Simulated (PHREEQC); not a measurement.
PHREEQC input (ion-association model, wateq4f.dat):

```
SOLUTION_MASTER_SPECIES
  An  An-  0  An  62.0  # stands for a non-complexing anion
SOLUTION_SPECIES
  An- = An-
    -log_k 0
    -gamma 3.0 0
PHASES
  Fix_H+
    H+ = H+
    -log_k 0
SOLUTION 1
  temp 25
  units mmol/kgw
  pH 7 charge
  Se(6) 0.0052
  Na 1.0104
  An 1
END
SELECTED_OUTPUT 1
  -reset false
  -pH true
  -pe true
  -ionic_strength true
  -water true
  -totals Na Se Se(-2) Se(4) Se(6)
  -molalities Hfo_wOH Hfo_wOH2+ Hfo_wO- Hfo_sOH Hfo_sOH2+ Hfo_sO- Hfo_wSeO4- Hfo_wOHSeO4-2
USER_PUNCH 1
  -headings sigma psi
  10 PUNCH EDL("sigma", "Hfo"), EDL("psi", "Hfo")
PRINT
  -reset false
USE solution 1
SURFACE 1
  Hfo_wOH 0.000337079 600 0.15
  Hfo_sOH 8.42697e-06
EQUILIBRIUM_PHASES 1
  Fix_H+ -3 HAn 10
    -force_equality true
  O2(g) -0.68 10
END
# ... the last block is repeated for the other 12 points of pH, with NaOH or the acid as the point needs
```

Selected output (columns that matter, 13 of 13 rows; pH added in front):

```
pH	mu	Na	Se	m_Hfo_wOH	m_Hfo_wOH2+	m_Hfo_wO-	m_Hfo_sOH	m_Hfo_sOH2+	m_Hfo_sO-	m_Hfo_wSeO4-	m_Hfo_wOHSeO4-2	sigma	psi
3	0.002175	0.0010104	7.9186e-11	9.7659e-05	0.00023328	9.3658e-07	2.4797e-06	5.9235e-06	2.3781e-08	2.6544e-06	2.5455e-06	0.24713	0.23141
3.5	0.0014189	0.0010104	1.1924e-10	0.00016121	0.00016711	3.5625e-06	4.0933e-06	4.2432e-06	9.0459e-08	1.62e-06	3.5799e-06	0.17039	0.22328
4	0.0011675	0.0010104	3.5295e-10	0.00020299	0.00012109	7.7954e-06	5.1543e-06	3.0747e-06	1.9794e-07	1.0743e-06	4.1254e-06	0.11456	0.2079
4.5	0.0010784	0.0010104	1.5068e-09	0.0002277	9.1144e-05	1.3032e-05	5.7818e-06	2.3143e-06	3.3091e-07	7.7324e-07	4.4253e-06	0.075556	0.18857
5	0.0010433	0.0010104	8.1817e-09	0.00024133	7.2041e-05	1.8519e-05	6.1275e-06	1.8292e-06	4.7023e-07	5.9857e-07	4.5932e-06	0.04835	0.16653
5.5	0.0010277	0.0010104	5.3076e-08	0.00024828	6.0191e-05	2.3461e-05	6.3032e-06	1.5281e-06	5.9562e-07	4.9257e-07	4.6544e-06	0.029872	0.14229
6	0.0010201	0.0010104	3.7155e-07	0.00025191	5.2811e-05	2.7528e-05	6.3893e-06	1.3395e-06	6.982e-07	4.0483e-07	4.4236e-06	0.017875	0.11645
6.5	0.0010176	0.0010104	1.9464e-06	0.00025505	4.7208e-05	3.1567e-05	6.4384e-06	1.1917e-06	7.9688e-07	2.4324e-07	3.0104e-06	0.010476	0.090072
7	0.0010175	0.0010104	4.2998e-06	0.00025782	4.2702e-05	3.5659e-05	6.4627e-06	1.0704e-06	8.9387e-07	6.07e-08	8.3953e-07	0.0058748	0.063348
7.5	0.0010168	0.0010104	5.0813e-06	0.00025862	4.0539e-05	3.7797e-05	6.4679e-06	1.0138e-06	9.4527e-07	7.6038e-09	1.1112e-07	0.0027667	0.035186
8	0.0010164	0.001011	5.1872e-06	0.00025874	3.9386e-05	3.8939e-05	6.4688e-06	9.8469e-07	9.7352e-07	7.997e-10	1.2035e-08	0.00046419	0.0063607
8.5	0.0010197	0.0010153	5.1986e-06	0.00025874	3.8398e-05	3.9941e-05	6.4685e-06	9.5995e-07	9.9853e-07	8.219e-11	1.2687e-09	-0.0016986	-0.022565
9	0.001028	0.0010249	5.1999e-06	0.00025867	3.7195e-05	4.1212e-05	6.4668e-06	9.2986e-07	1.0303e-06	8.4777e-12	1.3506e-10	-0.0044149	-0.051331
```

The oxide is taken as insoluble; below pH 4 it would dissolve.
